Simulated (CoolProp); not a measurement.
Saturation properties of CH2F2 (R32) (Tc = 78.1 °C, pc = 5.783 MPa, ω = 0.277).

Computed with CoolProp (reference Helmholtz-energy equation of state, Tillner-Roth 1997).

```json
[
 {"T (°C)": "2.15", "p (MPa)": "0.8706", "liquid density (kg/m³)": "1048", "vapour Z": "0.8362", "liquid viscosity (µPa s)": "148"},
 {"T (°C)": "6.65", "p (MPa)": "1.001", "liquid density (kg/m³)": "1032", "vapour Z": "0.8210", "liquid viscosity (µPa s)": "140"},
 {"T (°C)": "11.05", "p (MPa)": "1.142", "liquid density (kg/m³)": "1016", "vapour Z": "0.8052", "liquid viscosity (µPa s)": "133"},
 {"T (°C)": "15.45", "p (MPa)": "1.297", "liquid density (kg/m³)": "999.2", "vapour Z": "0.7886", "liquid viscosity (µPa s)": "126"},
 {"T (°C)": "19.95", "p (MPa)": "1.473", "liquid density (kg/m³)": "981.6", "vapour Z": "0.7706", "liquid viscosity (µPa s)": "119"},
 {"T (°C)": "24.35", "p (MPa)": "1.660", "liquid density (kg/m³)": "963.7", "vapour Z": "0.7519", "liquid viscosity (µPa s)": "113"},
 {"T (°C)": "28.75", "p (MPa)": "1.866", "liquid density (kg/m³)": "945.1", "vapour Z": "0.7321", "liquid viscosity (µPa s)": "106"},
 {"T (°C)": "33.25", "p (MPa)": "2.095", "liquid density (kg/m³)": "925.1", "vapour Z": "0.7107", "liquid viscosity (µPa s)": "101"},
 {"T (°C)": "37.65", "p (MPa)": "2.339", "liquid density (kg/m³)": "904.5", "vapour Z": "0.6884", "liquid viscosity (µPa s)": "94.9"},
 {"T (°C)": "42.05", "p (MPa)": "2.605", "liquid density (kg/m³)": "882.7", "vapour Z": "0.6646", "liquid viscosity (µPa s)": "89.5"},
 {"T (°C)": "46.55", "p (MPa)": "2.899", "liquid density (kg/m³)": "858.8", "vapour Z": "0.6385", "liquid viscosity (µPa s)": "84.2"},
 {"T (°C)": "50.95", "p (MPa)": "3.211", "liquid density (kg/m³)": "833.6", "vapour Z": "0.6111", "liquid viscosity (µPa s)": "79.2"},
 {"T (°C)": "55.35", "p (MPa)": "3.548", "liquid density (kg/m³)": "806.0", "vapour Z": "0.5812", "liquid viscosity (µPa s)": "74.2"},
 {"T (°C)": "59.85", "p (MPa)": "3.920", "liquid density (kg/m³)": "774.4", "vapour Z": "0.5475", "liquid viscosity (µPa s)": "69.2"},
 {"T (°C)": "64.25", "p (MPa)": "4.314", "liquid density (kg/m³)": "738.9", "vapour Z": "0.5104", "liquid viscosity (µPa s)": "64.2"}
]
```

It boils at -51.7 °C under 1 atm.

Viscosity comes from a separate model (Bell 2016), an estimate that may be off by 10 % or more.
